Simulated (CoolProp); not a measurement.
A single-stage vapour-compression cycle with n-butane: evaporating at 303.15 K (dew point), condensing at 343.15 K (bubble point), superheat 0 K, subcooling 2 K, compressor efficiency 0.8, no pressure losses. Each further row changes one setting.

The numbers come from the reference Helmholtz-energy equation of state, Bücker 2006 in CoolProp.

| case | cooling COP | pressure ratio | discharge temperature (K) | refrigerating effect (kJ/kg) | volumetric capacity (kJ/m³) |
|---|---|---|---|---|---|
| as stated | 4.96 | 2.85 | 343.1 | 257 | 1840 |
| evaporating temperature 308.15 K | 5.90 | 2.46 | 343.1 | 265 | 2170 |
| condensing temperature 338.15 K | 5.86 | 2.54 | 338.1 | 271 | 1930 |
| subcooling 7 K | 5.22 | 2.85 | 343.1 | 271 | 1930 |
| superheat 10 K | 5.05 | 2.85 | 351.1 | 276 | 1890 |
| compressor efficiency 0.7 | 4.34 | 2.85 | 344.8 | 257 | 1840 |

The compression ends wet for: as stated; evaporating temperature 308.15 K; condensing temperature 338.15 K; subcooling 7 K.
